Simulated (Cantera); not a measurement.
A Cantera script and what it prints.

```python
import numpy as np
import cantera as ct

gas_names = [...]  # 109 gases of nasa_gas.yaml made of C, Cl, H, Si
cond_names = """
    C(gr) C6H6(L) C7H8(L) C8H18(L),n-octa Si(cr) Si(L) SiC(b)
""".split()


# ... load() reads the species with a 1 bar reference pressure and builds the phases ...
atoms = {
    'SiCl4': {'Si': 1, 'CL': 4},
    'C2H4': {'C': 2, 'H': 4},
    'H2': {'H': 2},
}
top_T = {'C(gr)': 4500, 'SiC(b)': 3050}  # K; cautious upper limits of use, not melting points


# ... equilibrate(T, P, feed) seeds the gas with the atoms and calls Mixture.equilibrate('TP', solver="vcs", rtol=1e-11, max_steps=5000) ...
results = []
feed = {'SiCl4': 1, 'C2H4': 0.92, 'H2': 180}  # mol
T = 2200  # K
P = 133.322  # Pa
mix = equilibrate(T, P, feed)
results.append((T, P, feed, dict(zip(mix.species_names, mix.species_moles))))
print(gas.report(threshold=0.001))
for i in range(1, mix.n_phases):
    print(f"{mix.phase(i).name:16s} {mix.phase_moles(i):12.5e} mol")
```

It prints:

```
       temperature   2200 K
          pressure   133.32 Pa
           density   2.01e-05 kg/m^3
  mean mol. weight   2.7577 kg/kmol
   phase of matter   gas

                          1 kg             1 kmol
                     ---------------   ---------------
          enthalpy        3.2349e+07        8.9207e+07  J
   internal energy        2.5716e+07        7.0915e+07  J
           entropy             89917        2.4796e+05  J/K
    Gibbs function       -1.6547e+08       -4.5631e+08  J
 heat capacity c_p             11937             32917  J/K
 heat capacity c_v            8921.6             24603  J/K

                      mass frac. Y      mole frac. X     chem. pot. / RT
                     ---------------   ---------------   ---------------
    C2H2,acetylene          0.020134         0.0021324           -32.538
                CL          0.028215         0.0021948           -29.028
                 H          0.051432           0.14071           -13.296
               HCL           0.23584          0.017839           -42.324
                H2           0.60833           0.83212           -26.592
                Si          0.044835         0.0044023            -10.56
     [ +103 minor]          0.011218        0.00060239

C(gr)             8.06286e-01 mol
Si(L)             0.00000e+00 mol
SiC(b)            0.00000e+00 mol
```

These are equilibrium values from Cantera (NASA tables, ideal gas, pure condensed phases), not measurements of a reactor. The tables' values for SiCl are old estimates; treat these amounts as uncertain.
